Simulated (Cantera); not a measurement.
# PbO + H₂ (hydrogen reduction and annealing atmospheres)

Input: 1 mol PbO, 1700 mol H₂, at 600 °C and 330 Torr.

Method: chemical equilibrium by Gibbs-energy minimisation in Cantera with the NASA 1993 tables (ideal gas, pure condensed phases). Candidate condensed phases: H₂O, Pb, PbO, PbO₂, Pb₃O₄; 12 gas species. Equilibrium is a limit: real reactors are often held back by kinetics, nucleation or transport.

```json
{
 "x(H₂)": "0.999",
 "x(H₂O)": "0.000588",
 "x(Pb)": "1.45e-6",
 "n(Pb(l))": "0.998 mol",
 "gas_amount": "1700 mol",
 "log10 activity of PbO₂(s) (absent)": "-24.18"
}
```
